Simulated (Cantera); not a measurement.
An isothermal, constant-pressure homogeneous reactor starts with CH4 : N2 = 1 : 16 (molar parts), at 1973 K and 2670 Pa.

Detailed kinetics in Cantera: GRI-Mech 3.0 (53 species, 325 reactions). GRI-Mech 3.0 stops at C3 and has no aromatics, soot or wall deposition, so with more carbon than oxygen in the feed, carbon stays in small species such as C2H2 where larger ones or solid carbon would form. Radical loss at walls, strong at low pressure, is not modelled.

Q: Predict: x(CH4) at 100 s; x(C2H4) at 100 s; x(C2H) at 100 s; x(H) at 100 s; x(H2) at 100 s; x(C2H2) at 100 s.

A: 
- x(CH4) at 100 s = 4.33e-7 (gas-phase equilibrium 8.06e-7)
- x(C2H4) at 100 s = 4.71e-7 (gas-phase equilibrium 8.78e-8)
- x(C2H) at 100 s = 1.36e-5 (gas-phase equilibrium 2.54e-6)
- x(H) at 100 s = 0.00238 (gas-phase equilibrium 0.00238)
- x(H2) at 100 s = 0.0820 (gas-phase equilibrium 0.0821)
- x(C2H2) at 100 s = 0.0276 (gas-phase equilibrium 0.00514)
